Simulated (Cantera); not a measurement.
# Premixed flame

A freely propagating, adiabatic, planar premixed flame of 12.0 % CH₄, 0.503 % C₂H₆, 18.3 % O₂, 69.2 % N₂, equivalence ratio 1.4, unburnt at 600 K and 188 Torr; mixture-averaged transport, grid criteria slope 0.08 and curve 0.16, no radiation.

Cantera simulation using GRI-Mech 3.0 (53 species, 325 reactions); the numbers are that mechanism's predictions, not measurements. Burning velocities carry a grid error of a few per cent, more on coarse grids.

| z (mm) | T (K) | u (m/s) | x CH₄ | x C₂H₆ | x O₂ | x CH₂O | x H | x NO |
|---|---|---|---|---|---|---|---|---|
| -4.26 | 600 | 1.10 | 0.120 | 0.00502 | 0.183 | 1.25e-7 | <1e-8 | <1e-8 |
| -2.84 | 603 | 1.11 | 0.119 | 0.00500 | 0.182 | 3.32e-6 | 1.21e-8 | 1.11e-8 |
| -2.13 | 617 | 1.14 | 0.117 | 0.00496 | 0.180 | 2.09e-5 | 2.67e-7 | 6.26e-8 |
| -1.42 | 703 | 1.32 | 0.109 | 0.00491 | 0.172 | 0.000164 | 7.82e-6 | 5.32e-7 |
| -0.710 | 1127 | 2.18 | 0.0750 | 0.00452 | 0.133 | 0.000939 | 0.000199 | 4.28e-6 |
| -0.355 | 1505 | 2.96 | 0.0415 | 0.00219 | 0.0890 | 0.00119 | 0.00115 | 9.50e-6 |
| 0 | 1839 | 3.67 | 0.0123 | 0.000185 | 0.0428 | 0.000655 | 0.00420 | 1.90e-5 |
| 0.355 | 2008 | 4.02 | 0.00191 | 3.28e-6 | 0.0157 | 0.000194 | 0.00805 | 3.41e-5 |
| 0.710 | 2061 | 4.12 | 0.000229 | 5.74e-8 | 0.00548 | 3.80e-5 | 0.0105 | 5.09e-5 |
| 1.42 | 2082 | 4.15 | 4.00e-6 | <1e-8 | 0.00117 | 1.07e-6 | 0.0117 | 7.36e-5 |
| 2.84 | 2090 | 4.16 | 1.09e-8 | <1e-8 | 0.000652 | <1e-8 | 0.0115 | 9.02e-5 |
| 5.68 | 2099 | 4.17 | <1e-8 | <1e-8 | 0.000555 | <1e-8 | 0.0107 | 9.71e-5 |
| 11.4 | 2113 | 4.20 | <1e-8 | <1e-8 | 0.000435 | <1e-8 | 0.00932 | 0.000100 |
x: mole fraction of selected species; z is measured from the peak of heat release.

```
Property                    Result
------------------------  --------
laminar burning velocity  110 cm/s
thermal thickness          1.42 mm
peak x(CH₂O)               0.00121
peak x(H)                   0.0118
grid points                    148
```
